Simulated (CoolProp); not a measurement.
Saturation properties of n-perfluorohexane.

Computed with CoolProp (reference Helmholtz-energy equation of state, Gao 2022).

| T (°C) | p (MPa) | enthalpy of vaporisation (kJ/kg) | liquid cp (kJ/(kg K)) | vapour Z |
|---|---|---|---|---|
| 59.15 | 0.1085 | 83.90 | 1.101 | 0.9343 |
| 62.45 | 0.1209 | 82.94 | 1.107 | 0.9288 |
| 65.75 | 0.1345 | 81.97 | 1.112 | 0.9230 |
| 69.05 | 0.1492 | 80.98 | 1.118 | 0.9169 |
| 72.35 | 0.1651 | 79.98 | 1.124 | 0.9105 |
| 75.65 | 0.1822 | 78.96 | 1.129 | 0.9037 |
| 79.05 | 0.2013 | 77.88 | 1.136 | 0.8964 |
| 82.35 | 0.2213 | 76.82 | 1.142 | 0.8889 |
| 85.65 | 0.2428 | 75.74 | 1.148 | 0.8811 |
| 88.95 | 0.2658 | 74.63 | 1.154 | 0.8729 |
| 92.25 | 0.2904 | 73.50 | 1.161 | 0.8642 |
| 95.55 | 0.3167 | 72.34 | 1.167 | 0.8552 |
| 98.85 | 0.3449 | 71.15 | 1.174 | 0.8458 |
| 102.15 | 0.3748 | 69.93 | 1.182 | 0.8359 |

It boils at 57.1 °C under 1 atm.
